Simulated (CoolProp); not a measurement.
A Linde-Hampson liquefier for CF4 (R14): isothermal reversible compression at 320 K from 1 atm to 25 MPa, throttling to 1 atm, return gas leaving the recuperator 10 K below the feed. Each further row changes one setting.

Computed with CoolProp (reference Helmholtz-energy equation of state, Platzer 1990). This equation is an older, rougher fit; its heat capacities, sound speeds and derivatives of the liquid may be far off and weren't checked against measurements.

```
case                        liquid yield per pass  compression work (kJ/kg of gas)
--------------------------  ---------------------  -------------------------------
as stated                                   0.218                              154
high pressure 50 MPa                        0.226                              178
warm-end temperature 350 K                  0.163                              173
warm-end gap 15 K                           0.206                              154
```
